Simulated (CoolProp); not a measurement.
Vapour-liquid equilibrium of ethylene (1) + 1-butene (2) at 0.0276 MPa; x and y are mole fractions of (1).

Computed with CoolProp (multi-fluid Helmholtz-energy mixture model, Smukala 2000 and Lemmon 2005; pair parameters Bell 2016).

```json
[
 {"x": "0.05", "bubble temperature, mixture model (K)": "201.6", "bubble temperature, Raoult's law (K)": "202.0", "y, mixture model": "0.896", "y, Raoult's law": "0.895"},
 {"x": "0.125", "bubble temperature, mixture model (K)": "182.4", "bubble temperature, Raoult's law (K)": "183.4", "y, mixture model": "0.981", "y, Raoult's law": "0.979"},
 {"x": "0.2", "bubble temperature, mixture model (K)": "173.6", "bubble temperature, Raoult's law (K)": "174.7", "y, mixture model": "0.993", "y, Raoult's law": "0.992"},
 {"x": "0.275", "bubble temperature, mixture model (K)": "168.2", "bubble temperature, Raoult's law (K)": "169.1", "y, mixture model": "0.996", "y, Raoult's law": "0.996"},
 {"x": "0.35", "bubble temperature, mixture model (K)": "164.4", "bubble temperature, Raoult's law (K)": "165.2", "y, mixture model": "0.998", "y, Raoult's law": "0.998"},
 {"x": "0.425", "bubble temperature, mixture model (K)": "161.5", "bubble temperature, Raoult's law (K)": "162.2", "y, mixture model": "0.999", "y, Raoult's law": "0.999"},
 {"x": "0.5", "bubble temperature, mixture model (K)": "159.1", "bubble temperature, Raoult's law (K)": "159.7", "y, mixture model": "0.999", "y, Raoult's law": "0.999"},
 {"x": "0.575", "bubble temperature, mixture model (K)": "157.2", "bubble temperature, Raoult's law (K)": "157.7", "y, mixture model": "0.999", "y, Raoult's law": "0.999"},
 {"x": "0.65", "bubble temperature, mixture model (K)": "155.6", "bubble temperature, Raoult's law (K)": "155.9", "y, mixture model": "1.000", "y, Raoult's law": "1.000"},
 {"x": "0.725", "bubble temperature, mixture model (K)": "154.2", "bubble temperature, Raoult's law (K)": "154.4", "y, mixture model": "1.000", "y, Raoult's law": "1.000"},
 {"x": "0.8", "bubble temperature, mixture model (K)": "152.9", "bubble temperature, Raoult's law (K)": "153.1", "y, mixture model": "1.000", "y, Raoult's law": "1.000"},
 {"x": "0.875", "bubble temperature, mixture model (K)": "151.8", "bubble temperature, Raoult's law (K)": "151.9", "y, mixture model": "1.000", "y, Raoult's law": "1.000"},
 {"x": "0.95", "bubble temperature, mixture model (K)": "150.8", "bubble temperature, Raoult's law (K)": "150.8", "y, mixture model": "1.000", "y, Raoult's law": "1.000"}
]
```

The largest gap from Raoult's law is -1.1 K in bubble temperature, at x = 0.2. No azeotrope shows between x = 0.05 and 0.95.

Pair parameters are fitted to limited data, so mixtures are less certain than the pure fluids.
